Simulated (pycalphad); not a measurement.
All values are pycalphad results on the COST 507 light-alloy database (1999) (1 atm), not direct measurements. The database dates from 1999; later assessments differ in places, in temperatures and in the compounds included. Not assessed as a whole: an extrapolation from subsystems, which can miss ternary compounds. Phase fractions are per mole of atoms. Diffusion is slow at the low end, where real alloys seldom reach equilibrium.

Question: Give the equilibrium state of Mg-4.64Mn-2.33Al-0.55Si (at.%) at 1210 K.

Answer: liquid, fraction 0.964, with 1.9 Mn, 1.7 Al, 0.45 Si at.%; β-Mn, fraction 0.036, with 77.7 Mn, 19.0 Al, 3.2 Si at.%.

Question: Give the equilibrium state of Mg-4.64Mn-2.33Al-0.55Si (at.%) at 370 K.

Answer: 
```
T = 370.00 K, P = 101325 Pa, N = 1 mol of atoms
G = -13944 J/mol, H = 4 J/mol, S = 37.70 J/(mol K)  (SER reference)
chemical potentials (J/mol): Mg -12291, Mn -22579, Al -49301, Si -69333
phase             fraction      x(Mg)      x(Mn)      x(Al)      x(Si)
HCP_A3              0.9138     1.0000   2.33e-07      2e-07    2.1e-14
CUB_A13             0.0697   6.03e-11     0.6657     0.3343   1.53e-06
MG2SI               0.0165     0.6667       none       none     0.3333
```

Database names, with the compositions (at.%) that they take in these runs: MG2SI: Mg 67 Si 33. HCP_A3 is hcp; CUB_A13 is β-Mn. An entry "none" or "no" means that the model of the phase leaves that element out.
